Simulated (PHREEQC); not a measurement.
0.012 g of hydrous ferric oxide (600 m²/g; 0.2 weak and 0.005 strong sites per Fe, Dzombak-Morel constants, diffuse double layer) in 1 kg of water with 0.05 mol/kgw of an inert sodium salt, at 25 °C; the pH is set by adding NaOH or the inert anion's acid. Oxygen is held at 0.21 atm. CO2 from the air is kept out. No solid was allowed to form.

Model: ion-association model, wateq4f.dat, run in PHREEQC.

```csv
pH,surface charge σ (C/m²),surface potential ψ (mV)
4,0.294,160
4.5,0.238,149
5,0.181,135
5.5,0.130,118
6,0.089,99
6.5,0.057,78
7,0.034,56
7.5,0.017,31
8,0.003,6
8.5,-0.010,-20
9,-0.026,-45
9.5,-0.046,-69
10,-0.074,-90
```

Complexes and solids missing from the database can't appear.
